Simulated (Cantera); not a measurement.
An isothermal, constant-pressure homogeneous reactor starts with 1.17 % CH₄, 97.2 % H₂, 0.0593 % N₂, 1.56 % H₂O, at 1775 K and 20.0 Torr.

Computed with Cantera and GRI-Mech 3.0 (53 species, 325 reactions). Radical loss at walls, strong at low pressure, is not modelled.

One state of this run: x CH₄ = 0.00342; x H₂ = 0.975; x C₂H₂ = 0.00383; x C₂H₆ = 6.14e-8; x HCN = 1.92e-9. x: mole fraction; the columns are a selection and need not sum to one.

Which value of t (s) does it belong to?
A. 0.00247
B. 0.285
C. 0.0869
D. 0.932

D, 0.932
